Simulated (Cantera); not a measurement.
Input: 1 mol Al(CH3)3, 2.7 mol N2O, 630 mol N2, equilibrated at 673.15 K and 0.0133 bar.

Equilibrium computed with Cantera from the NASA thermochemical tables; the gas is ideal and each condensed phase is pure. The feed counts by its element totals alone. The numbers say what is thermodynamically allowed, not how fast it happens.

| species | before | after |
|---|---|---|
| N2 | 0.991 | 0.987 |
| H2 | 0.00691 | 0.00646 |
| CO | 0.00123 | 0.00421 |
| Al | <1e-9 | 0.00155 |
| H | <1e-9 | 0.000656 |
| HCN | <1e-9 | 0.000444 |
| CO2 | 0.000265 | <1e-9 |
| H2O | 0.000122 | <1e-9 |
| HNC | <1e-9 | 2.18e-5 |
| Al2O3(s), mol | 0.500 | 0 |
| C(graphite), mol | 2.04 | 0 |
Gas species are given as mole fractions.

Which change was made?
A) temperature from 673.15 K to 2100 K
B) temperature from 673.15 K to 2223 K
C) temperature from 673.15 K to 1923 K
D) N2O from 2.7 to 48 mol

C, temperature from 673.15 K to 1923 K
